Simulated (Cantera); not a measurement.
Input: 1 mol CH₂F₂, 0.43 mol H₂, held at 55000 Pa.

Equilibrium computed with Cantera from the NASA thermochemical tables; the gas is ideal and each condensed phase is pure. Candidate condensed phases: C, C₆H₆, C₇H₈, C₈H₁₈; 110 gas species. Ions and electrons are included (thermal ionisation). The numbers say what is thermodynamically allowed, not how fast it happens.

**Question.** Which condensed phases are stable at each of these points (T (K)): 3000, 3250, 3500, 3750, 4000, 4250, 4500, 4750, 5000?

**Answer.** 
| T (K) | condensed phases | C condensed (%) |
|---|---|---|
| 3000 | C(graphite) | 94.8 |
| 3250 | C(graphite) | 84.8 |
| 3500 | C(graphite) | 22.9 |
| 3750 | gas only | 0.0 |
| 4000 | gas only | 0.0 |
| 4250 | gas only | 0.0 |
| 4500 | gas only | 0.0 |
| 4750 | gas only | 0.0 |
| 5000 | gas only | 0.0 |

From 3000 K to 3500 K the condensed part is C(graphite). From 3750 K to 5000 K nothing is condensed.
